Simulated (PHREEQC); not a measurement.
A solution holds 0.073 mol/kgw HF and 0.00014 mol/kgw NH4F, at 25 °C. Closed to the air; pH follows from the charge balance.

All values are PHREEQC results (ion-association model, wateq4f.dat), not measurements.

Each row changes one thing in this solution. This is a speciation only: nothing precipitates in the calculation.

```tsv
case	pH	ionic strength (mol/kgw)	HF (mol/kgw)	H2F2 (mol/kgw)	F- (mol/kgw)	HF2- (mol/kgw)
as made	2.20	0.00703	0.0512	0.00685	0.00588	0.00116
NH4F from 0.00014 to 0.00028 mol/kgw	2.20	0.00711	0.0513	0.00686	0.00594	0.00117
0.0012 mol/kgw NaI added	2.19	0.00827	0.0512	0.00685	0.00591	0.00116
HF from 0.073 to 0.0146 mol/kgw	2.57	0.00300	0.0110	0.000315	0.00288	0.000121
temperature from 25 to 20 °C	2.19	0.00719	0.0495	0.00765	0.00608	0.00111
0.056 mol/kgw BaBr2 added	2.17	0.177	0.0497	0.00671	0.00713	0.00142
```

Complexes and solids missing from the database can't appear. wateq4f.dat counts part of the HF as a dimer, H2F2, which phreeqc.dat doesn't know; its constant is uncertain.
